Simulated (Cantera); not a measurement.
Input (Python, Cantera):

```python
import numpy as np
import cantera as ct

gas = ct.Solution("gri30.yaml")
gas.TPX = 1075, 500000, {'CO': 0.0023, 'O2': 0.066, 'H2O': 0.015, 'N2': 1}
reactor = ct.IdealGasConstPressureReactor(gas, energy="off", clone=False)
net = ct.ReactorNet([reactor])
net.rtol, net.atol = 1e-08, 1e-18
show = ['CO', 'O2', 'H2O', 'HO2', 'H2']
times = np.geomspace(3e-05, 30, 14)

steps = ct.SolutionArray(gas, extra=["t"])
rows = []
print(f"{'t/s':>10s}{'T/K':>9s}{'P/Pa':>11s}" + "".join(f"{s:>11s}" for s in show))
for t in times:
    while net.time < t:
        t_next = net.step()
        steps.append(gas.state, t=t_next)
    rows.append([np.interp(t, steps.t, y) for y in (steps.T, steps.P, *steps(*show).X.T)])
    print(f"{t:10.3e}{rows[-1][0]:9.1f}{rows[-1][1]:11.4g}" + "".join(f"{x:11.3e}" for x in rows[-1][2:]))
rate = np.gradient(steps.T, steps.t)
print("integrator steps:", len(steps.t))
if steps.T.max() > steps.T[0] + 200:
    print(f"time of steepest temperature rise: {steps.t[rate.argmax()]:.4e} s")
gas.TPX = 1075, 500000, {'CO': 0.0023, 'O2': 0.066, 'H2O': 0.015, 'N2': 1}
gas.equilibrate("TP")
print(f"equilibrium (TP): T = {gas.T:.1f} K  " + "  ".join(f"{s} {gas[s].X[0]:.3e}" for s in show))
```

Output:

```
       t/s      T/K       P/Pa         CO         O2        H2O        HO2         H2
 3.000e-05   1075.0      5e+05  2.123e-03  6.092e-02  1.385e-02  4.646e-12  1.433e-14
 8.683e-05   1075.0      5e+05  2.123e-03  6.092e-02  1.385e-02  5.347e-11  2.380e-13
 2.513e-04   1075.0      5e+05  2.123e-03  6.092e-02  1.385e-02  5.899e-10  2.872e-12
 7.273e-04   1075.0      5e+05  2.123e-03  6.092e-02  1.385e-02  4.512e-09  2.360e-11
 2.105e-03   1075.0      5e+05  2.123e-03  6.092e-02  1.385e-02  2.534e-08  1.566e-10
 6.093e-03   1075.0      5e+05  2.123e-03  6.092e-02  1.385e-02  1.710e-07  1.492e-09
 1.763e-02   1075.0      5e+05  2.104e-03  6.091e-02  1.385e-02  2.321e-06  8.425e-08
 5.104e-02   1075.0      5e+05  1.924e-03  6.083e-02  1.385e-02  2.887e-06  8.959e-07
 1.477e-01   1075.0      5e+05  1.497e-03  6.063e-02  1.385e-02  2.465e-06  1.418e-06
 4.275e-01   1075.0      5e+05  8.197e-04  6.031e-02  1.385e-02  1.634e-06  8.327e-07
 1.237e+00   1075.0      5e+05  2.654e-04  6.005e-02  1.386e-02  7.040e-07  2.402e-07
 3.581e+00   1075.0      5e+05  5.242e-05  5.995e-02  1.386e-02  1.965e-07  4.935e-08
 1.037e+01   1075.0      5e+05  4.335e-06  5.993e-02  1.386e-02  2.620e-08  5.317e-09
 3.000e+01   1075.0      5e+05  4.074e-12  5.993e-02  1.386e-02  6.054e-10  1.739e-11
integrator steps: 1400
equilibrium (TP): T = 1075.0 K  CO 2.547e-12  O2 5.991e-02  H2O 1.386e-02  HO2 6.178e-10  H2 1.786e-11
```

Computed with Cantera and GRI-Mech 3.0 (53 species, 325 reactions).
